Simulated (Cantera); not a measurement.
## Ignition delay

Mixture: 4.68 % CH4, 0.454 % CO, 20.0 % O2, 74.9 % N2, at 150000 Pa, adiabatic and at constant volume. Ignition delay is the time to a rise of 400 K.

Detailed kinetics in Cantera: GRI-Mech 3.0 (53 species, 325 reactions).

```tsv
T0 (K)	delay (ms)
1073	152
1123	68.4
1173	32.1
1223	15.7
1273	8.02
1323	4.26
1373	2.36
1423	1.36
```

```
Item                                                     Value
--------------------------------------------------  ----------
apparent activation energy between 1323 and 1423 K  180 kJ/mol
```
